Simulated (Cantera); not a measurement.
A freely propagating, adiabatic, planar premixed flame of H₂ : O₂ : N₂ = 1.3 : 0.602 : 2.27 (molar parts), equivalence ratio 1.1, unburnt at 525 K and 8.00 bar; mixture-averaged transport, grid criteria slope 0.08 and curve 0.16, no radiation.

Computed with Cantera and the H2/O2 subset of GRI-Mech 3.0, which has no nitrogen chemistry. The hydrogen kinetics of GRI-Mech 3.0 are dated; newer H2 mechanisms differ, most at raised pressure. Burning velocities carry a grid error of a few per cent, more on coarse grids.

Task: Predict: laminar burning velocity; thermal thickness; peak x(OH); peak x(HO₂); peak x(H₂O₂).

Result: 
* **laminar burning velocity**: 538 cm/s
* **thermal thickness**: 0.0316 mm
* **peak x(OH)**: 0.0160
* **peak x(HO₂)**: 0.00134
* **peak x(H₂O₂)**: 0.000127
